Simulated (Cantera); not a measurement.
# Low-pressure radical oxidation in H2/O2

An isothermal, constant-pressure homogeneous reactor starts with 0.284 % H₂, 36.9 % O₂, 62.8 % N₂, equivalence ratio 0.0039, at 1325 K and 0.00130 bar.

Computed with Cantera and GRI-Mech 3.0 (53 species, 325 reactions). Radical loss at walls, strong at low pressure, is not modelled.

```json
[
 {"t (s)": "2.00e-5", "x H₂": "0.00284", "x O₂": "0.369", "x H₂O₂": "<1e-12", "x O": "<1e-12", "x NO₂": "<1e-12", "x H": "1.57e-11", "x H₂O": "<1e-12"},
 {"t (s)": "6.65e-5", "x H₂": "0.00284", "x O₂": "0.369", "x H₂O₂": "<1e-12", "x O": "2.46e-12", "x NO₂": "<1e-12", "x H": "5.07e-11", "x H₂O": "<1e-12"},
 {"t (s)": "0.000221", "x H₂": "0.00284", "x O₂": "0.369", "x H₂O₂": "<1e-12", "x O": "2.54e-11", "x NO₂": "<1e-12", "x H": "1.52e-10", "x H₂O": "<1e-12"},
 {"t (s)": "0.000737", "x H₂": "0.00284", "x O₂": "0.369", "x H₂O₂": "<1e-12", "x O": "2.26e-10", "x NO₂": "<1e-12", "x H": "3.69e-10", "x H₂O": "6.09e-12"},
 {"t (s)": "0.00245", "x H₂": "0.00284", "x O₂": "0.369", "x H₂O₂": "<1e-12", "x O": "1.48e-9", "x NO₂": "<1e-12", "x H": "6.28e-10", "x H₂O": "1.44e-10"},
 {"t (s)": "0.00816", "x H₂": "0.00284", "x O₂": "0.369", "x H₂O₂": "1.46e-12", "x O": "7.89e-9", "x NO₂": "<1e-12", "x H": "1.16e-9", "x H₂O": "2.52e-9"},
 {"t (s)": "0.0271", "x H₂": "0.00284", "x O₂": "0.369", "x H₂O₂": "1.29e-11", "x O": "6.93e-8", "x NO₂": "<1e-12", "x H": "5.81e-9", "x H₂O": "5.33e-8"},
 {"t (s)": "0.0903", "x H₂": "0.00283", "x O₂": "0.369", "x H₂O₂": "7.89e-11", "x O": "9.27e-6", "x NO₂": "<1e-12", "x H": "6.95e-7", "x H₂O": "9.90e-6"},
 {"t (s)": "0.301", "x H₂": "1.56e-5", "x O₂": "0.367", "x H₂O₂": "3.93e-10", "x O": "0.00253", "x NO₂": "<1e-12", "x H": "8.07e-5", "x H₂O": "0.00261"},
 {"t (s)": "1.00", "x H₂": "8.91e-6", "x O₂": "0.367", "x H₂O₂": "3.38e-10", "x O": "0.00254", "x NO₂": "<1e-12", "x H": "7.43e-5", "x H₂O": "0.00264"}
]
```
x: mole fraction; the columns are a selection and need not sum to one.

Equilibrium at this temperature and pressure: H₂ 1.75e-8, O₂ 0.368, H₂O₂ 4.11e-12, O 4.67e-6, NO₂ 2.58e-7, H 6.05e-9, H₂O 0.00284 (gas phase only).
